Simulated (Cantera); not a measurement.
A Cantera script and its output.

```python
import numpy as np
import cantera as ct

gas = ct.Solution("gri30.yaml")


def delay(T, t_max=10):
    gas.TPX = T, 49000, {'C3H8': 1, 'O2': 7.81, 'N2': 29.4}
    reactor = ct.IdealGasReactor(gas, clone=False)
    net = ct.ReactorNet([reactor])
    net.rtol, net.atol = 1e-8, 1e-16
    while net.time < t_max:
        t_old, T_old = net.time, reactor.T
        net.step()
        if reactor.T > T + 400:  # ignition: a rise of 400 K
            return t_old + (T + 400 - T_old) / (reactor.T - T_old) * (net.time - t_old)
    return np.nan


taus = []
for T in [1075, 1175, 1275, 1375, 1475, 1575]:
    taus.append(delay(T))
    print(f"T0 = {T:6g} K   tau = {taus[-1]:.4e} s")
```

Result:

```
T0 =   1075 K   tau = 1.3479e-01 s
T0 =   1175 K   tau = 1.3050e-02 s
T0 =   1275 K   tau = 1.8556e-03 s
T0 =   1375 K   tau = 4.1051e-04 s
T0 =   1475 K   tau = 1.3546e-04 s
T0 =   1575 K   tau = 6.0843e-05 s
```

Computed with Cantera and GRI-Mech 3.0 (53 species, 325 reactions). GRI-Mech 3.0 was tuned for natural gas; its chemistry of propane as a main component is partial and can be far from experiment.
